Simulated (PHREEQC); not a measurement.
Make-up at 25 °C: 36 mmol/kgw Rb2SO4. Closed to the air; pH follows from the charge balance.

All values are PHREEQC results (ion-association model, wateq4f.dat), not measurements.

- ionic strength = 0.108 mol/kgw

| species | molality | activity | log γ |
|---|---|---|---|
| Rb+ | 0.0720 | 0.0559 | -0.110 |
| SO4-2 | 0.0360 | 0.0131 | -0.440 |
| OH- | 1.95e-7 | 1.47e-7 | -0.122 |
| HSO4- | 1.12e-7 | 8.64e-8 | -0.113 |
| H+ | 8.26e-8 | 6.79e-8 | -0.085 |

This is a speciation only: nothing precipitates in the calculation.
